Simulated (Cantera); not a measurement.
Input: 1 mol SiH4, 1.1 mol CO2, held at 850 K and 0.290 bar.

Cantera equilibrium calculation (NASA polynomials, part measured and part estimated; ideal gas, pure solids and liquids). Candidate condensed phases: C, C6H6, C7H8, C8H18, H2O, Si, SiC, SiO2; 123 gas species. Rates play no part.

Base state: H2 0.789, CH4 0.112, H2O 0.0565, CO 0.0351, CO2 0.00768 (mole fractions); condensed: C(graphite) + SiO2(β-quartz).

Question: What changes in the equilibrium state with this change: temperature from 850 K to 698 K?

Answer: 
| species | before | after |
|---|---|---|
| CH4 | 0.112 | 0.446 |
| H2 | 0.789 | 0.417 |
| H2O | 0.0565 | 0.128 |
| CO | 0.0351 | 0.00231 |
| CO2 | 0.00768 | 0.00680 |
| C(graphite), mol | 0.810 | 0.466 |
| SiO2(β-quartz), mol | 1.00 | 0 |
| SiO2(α-quartz), mol | 0 | 1.00 |
